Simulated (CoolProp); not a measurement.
Vapour-liquid equilibrium of neopentane (1) + n-pentane (2) at 31.25 °C; x and y are mole fractions of (1).

Computed with CoolProp (multi-fluid Helmholtz-energy mixture model, Lemmon 2006 and Thol 2019; pair parameters Bell 2016).

```tsv
x	bubble pressure (kPa)	y at the bubble point	dew pressure at overall composition x (kPa)	liquid density (mol/L)
0.05	92.01	0.112	88.43	8.495
0.2	110.7	0.372	?	8.416
0.35	129.3	0.558	108.9	8.337
0.5	?	0.698	122.9	8.259
0.65	?	0.808	140.8	8.182
0.8	184.0	0.899	164.3	8.105
0.95	202.3	?	195.7	8.028
```

### Question
What belongs in the gaps?

### Answer

- 0.2, dew pressure at overall composition x (kPa): 97.61
- 0.5, bubble pressure (kPa): 147.6
- 0.65, bubble pressure (kPa): 165.8
- 0.95, y at the bubble point: 0.977

No azeotrope shows between x = 0.05 and 0.95.

The pair parameters rest on a limited set of measurements; away from them the model extrapolates.
